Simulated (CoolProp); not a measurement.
Values from CoolProp's reference Helmholtz-energy equation of state, Zhou 2012.

Task: Give the vapour pressure (bar), vapour Z, surface tension (mN/m) of saturated o-xylene at 540.4, 573.5 K.

Result: 
| T (K) | p (bar) | vapour Z | surface tension (mN/m) |
|---|---|---|---|
| 540.4 | 11.5 | 0.758 | 5.93 |
| 573.5 | 18.4 | 0.658 | 3.38 |

Surface tension comes from a separate correlation (Mulero 2014).
